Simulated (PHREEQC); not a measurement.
A solution holds 0.0082 mol CdCl2 and 0.00028 mol NiCl2 per kg of water, at 25 °C. Closed to the air; pH follows from the charge balance.

The numbers come from PHREEQC with the ion-association model, wateq4f.dat.

- pH = 5.93
- ionic strength = 0.0181 mol/kgw

```tsv
species	molality	activity	log γ
Cl-	0.0132	0.0115	-0.059
Cd+2	0.00463	0.00272	-0.231
CdCl+	0.00343	0.00300	-0.058
Ni+2	0.000274	0.000161	-0.231
CdCl2	0.000144	0.000144	0.002
NiCl+	5.34e-6	4.68e-6	-0.058
H+	1.31e-6	1.17e-6	-0.049
```

No solid was allowed to form.
